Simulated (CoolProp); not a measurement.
Vapour-liquid equilibrium of acetone (1) + n-heptane (2) at 11.8 bar; x and y are mole fractions of (1).

Model: multi-fluid Helmholtz-energy mixture model, Lemmon 2006 and Span 2003; pair parameters Bell 2016, in CoolProp.

| x | bubble temperature (°C) | y at the bubble point | dew temperature at overall composition x (°C) | liquid density (mol/L) |
|---|---|---|---|---|
| 0.05 | 201.7 | 0.143 | 207.8 | 5.003 |
| 0.2 | 180.9 | 0.439 | 197.9 | 5.637 |
| 0.35 | 168.8 | 0.599 | 187.5 | 6.247 |
| 0.5 | 161.5 | 0.697 | 176.4 | 6.917 |
| 0.65 | 156.8 | 0.775 | 164.9 | 7.724 |
| 0.8 | 153.6 | 0.853 | 155.6 | 8.751 |
| 0.95 | 151.8 | 0.954 | 151.9 | 10.09 |

No azeotrope shows between x = 0.05 and 0.95.

Pair parameters are fitted to limited data, so mixtures are less certain than the pure fluids.
